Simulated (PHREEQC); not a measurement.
Synthetic water in mg/L, 20 °C, pH 3.66, pe 8.8: Na 71.1; K 28.5; Ca 68.3; Mg 100; Cl 35.8; S(6) as SO4 697; Mn(2) 24.4; O(0) (dissolved oxygen) 0.204; Zn 34.8; Br 0.124.

Valence states are taken as typed.

Equilibrium calculation in PHREEQC: ion-association model, phreeqc.dat.

This is a speciation only: nothing precipitates in the calculation.

Task: Predict the ionic strength.

Result: ionic strength 0.0235 mol/kgw.

Task: In which forms is Mn present?

Result: Mn+2 78 %, MnSO4 22 % of the Mn.
